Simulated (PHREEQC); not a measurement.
## Reverse-osmosis permeate: speciation

Synthetic water in mg/L, 20 °C, pH 5.87, pe 0.1: Na 0.707; K 0.124; Ca 1.3; Mg 0.0755; Cl 1.45; S(6) as SO4 1.03; Alkalinity as HCO3 2.54; Si as SiO2 0.0603; B 0.034; Zn 0.0141.

Cl is adjusted to close the charge balance.
Valence states are taken as typed.

The numbers come from PHREEQC with the ion-association model, wateq4f.dat.

Each row changes one thing in this solution. This is a speciation only: nothing precipitates in the calculation.

```json
[
 {"case": "as made", "CO2 (mol/kgw)": "0.000138", "HCO3- (mol/kgw)": "4.30e-5", "CaSO4 (mol/kgw)": "5.86e-8", "CaHCO3+ (mol/kgw)": "1.54e-8", "MgSO4 (mol/kgw)": "6.06e-9", "NaSO4- (mol/kgw)": "1.50e-9", "SI of Quartz (SiO2)": "-1.94"},
 {"case": "pH from 5.87 to 6.17 at the same alkalinity", "CO2 (mol/kgw)": "6.79e-5", "HCO3- (mol/kgw)": "4.23e-5", "CaSO4 (mol/kgw)": "5.86e-8", "CaHCO3+ (mol/kgw)": "1.52e-8", "MgSO4 (mol/kgw)": "6.07e-9", "NaSO4- (mol/kgw)": "1.50e-9", "SI of Quartz (SiO2)": "-1.94"},
 {"case": "all concentrations times 4 at the same typed pH", "CO2 (mol/kgw)": "0.000532", "HCO3- (mol/kgw)": "0.000168", "CaSO4 (mol/kgw)": "8.24e-7", "CaHCO3+ (mol/kgw)": "2.27e-7", "MgSO4 (mol/kgw)": "8.53e-8", "NaSO4- (mol/kgw)": "2.24e-8", "SI of Quartz (SiO2)": "-1.34"},
 {"case": "temperature from 20 to 90 °C at the same typed pH", "CO2 (mol/kgw)": "0.000135", "HCO3- (mol/kgw)": "4.27e-5", "CaSO4 (mol/kgw)": "9.86e-8", "CaHCO3+ (mol/kgw)": "2.63e-8", "MgSO4 (mol/kgw)": "2.65e-8", "NaSO4- (mol/kgw)": "2.14e-9", "SI of Quartz (SiO2)": "-2.80"},
 {"case": "pH from 5.87 to 5.57 at the same alkalinity", "CO2 (mol/kgw)": "0.000283", "HCO3- (mol/kgw)": "4.43e-5", "CaSO4 (mol/kgw)": "5.86e-8", "CaHCO3+ (mol/kgw)": "1.59e-8", "MgSO4 (mol/kgw)": "6.06e-9", "NaSO4- (mol/kgw)": "1.50e-9", "SI of Quartz (SiO2)": "-1.94"}
]
```

At this temperature some constants are extrapolated from 25 °C, and those without enthalpy data are left unchanged.
